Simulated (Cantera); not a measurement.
A perfectly stirred reactor is fed with 0.937 % CO, 0.207 % O₂, 0.187 % H₂O, 98.7 % N₂, equivalence ratio 2.3, at 9.87 atm; it is held at 1425 K, and followed from long to short residence time.

Computed with Cantera and GRI-Mech 3.0 (53 species, 325 reactions).

x: mole fraction; the columns are a selection and need not sum to one.

| τ (s) | x CO | x O₂ | x H₂O | x OH | x N₂O | x NO₂ | x O |
|---|---|---|---|---|---|---|---|
| 1.3 | 0.00469 | 2.88e-6 | 0.00132 | 5.11e-7 | 3.60e-9 | 2.52e-12 | 2.38e-8 |
| 0.62 | 0.00470 | 4.24e-6 | 0.00133 | 7.42e-7 | 5.55e-9 | 4.05e-12 | 5.03e-8 |
| 0.29 | 0.00472 | 6.31e-6 | 0.00134 | 1.10e-6 | 8.64e-9 | 6.73e-12 | 1.09e-7 |
| 0.14 | 0.00474 | 9.32e-6 | 0.00136 | 1.61e-6 | 1.33e-8 | 1.13e-11 | 2.32e-7 |
| 0.064 | 0.00477 | 1.43e-5 | 0.00138 | 2.45e-6 | 2.13e-8 | 2.10e-11 | 5.30e-7 |
| 0.030 | 0.00482 | 2.22e-5 | 0.00141 | 3.74e-6 | 3.45e-8 | 4.09e-11 | 1.20e-6 |
| 0.014 | 0.00488 | ? | 0.00144 | ? | ? | 8.65e-11 | ? |
| 0.0065 | 0.00499 | 6.14e-5 | 0.00149 | 9.04e-6 | 1.02e-7 | 1.98e-10 | 6.53e-6 |
| 0.0030 | 0.00518 | ? | 0.00155 | ? | ? | 4.75e-10 | ? |

Fill in the missing entries.


- 0.014, x O₂: 3.57e-5
- 0.014, x OH: 5.78e-6
- 0.014, x N₂O: 5.80e-8
- 0.014, x O: 2.77e-6
- 0.0030, x O₂: 0.000118
- 0.0030, x OH: 1.41e-5
- 0.0030, x N₂O: 1.93e-7
- 0.0030, x O: 1.54e-5
